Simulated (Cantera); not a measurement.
A freely propagating, adiabatic, planar premixed flame of H2 : O2 : N2 = 1 : 0.505 : 2.47 (molar parts), equivalence ratio 0.99, unburnt at 423 K and 503 Torr; mixture-averaged transport, grid criteria slope 0.08 and curve 0.16, no radiation.

Model: the H2/O2 subset of GRI-Mech 3.0, which has no nitrogen chemistry, integrated in Cantera. Burning velocities carry a grid error of a few per cent, more on coarse grids.

Problem. What does this change do: inlet temperature 423 to 698 K?

Solution. 
```csv
quantity,before,after
laminar burning velocity,291 cm/s,786 cm/s
thermal thickness,0.741 mm,0.953 mm
peak x(OH),0.0106,0.0142
peak x(O),0.00821,0.0120
peak x(H),0.0400,0.0570
peak x(H2O2),4.30e-5,3.34e-6
```

Problem. What does this change do: inlet temperature 423 to 473 K?

Solution. 
```json
[
 {"quantity": "laminar burning velocity", "before": "291 cm/s", "after": "357 cm/s"},
 {"quantity": "thermal thickness", "before": "0.741 mm", "after": "0.782 mm"},
 {"quantity": "peak x(OH)", "before": "0.0106", "after": "0.0112"},
 {"quantity": "peak x(O)", "before": "0.00821", "after": "0.00886"},
 {"quantity": "peak x(H)", "before": "0.0400", "after": "0.0430"},
 {"quantity": "peak x(H2O2)", "before": "4.30e-5", "after": "2.88e-5"}
]
```
